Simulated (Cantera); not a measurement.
Charge: 1 mol B2O3, 5.6 mol N2, 0.18 mol H2, at 2102 °C and 1.00 bar.

Equilibrium computed with Cantera from the NASA thermochemical tables; the gas is ideal and each condensed phase is pure. Candidate condensed phases: B, BN, B2O3, B3O3H3, H2O; 39 gas species. Equilibrium is a limit: real reactors are often held back by kinetics, nucleation or transport.

Base state: N2 0.822, B2O3 0.123, HBO2 0.0223, H2 0.0109, BO 0.00826, HBO 0.00577, B2O2 0.00520, H 0.00147 (mole fractions); condensed: gas only.

**Question.** What changes in the equilibrium state with this change: H2 from 0.18 to 0.45 mol?

**Answer.** 
```tsv
species	before	after
N2	0.822	0.789
B2O3	0.123	0.107
H2	0.0109	0.0383
HBO	0.00577	0.0124
HBO2	0.0223	0.0318
H2O	0.000701	0.00163
H	0.00147	0.00276
```
